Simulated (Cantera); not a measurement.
A closed system holds: 1 mol B₂O₃, 2.2 mol HF, 40 mol N₂, held at 413 Torr.

Cantera equilibrium calculation (NASA polynomials, part measured and part estimated; ideal gas, pure solids and liquids). Candidate condensed phases: B, BN, B₂O₃, B₃O₃H₃, H₂O; 62 gas species. Gases not in the tables: H₃BO₃. Kinetics and transport are ignored.

**Question.** Which condensed phases are stable at each of these points (T (K)): 1148, 1223, 1298, 1373, 1448, 1523, 1598, 1673, 1748?

**Answer.** 
```tsv
T (K)	condensed phases	B condensed (%)
1148	B₂O₃(l)	70.9
1223	B₂O₃(l)	71.3
1298	B₂O₃(l)	69.9
1373	B₂O₃(l)	65.0
1448	B₂O₃(l)	54.3
1523	B₂O₃(l)	36.2
1598	B₂O₃(l)	11.7
1673	gas only	0.0
1748	gas only	0.0
```

From 1148 K to 1598 K the condensed part is B₂O₃(l). From 1673 K to 1748 K nothing is condensed.
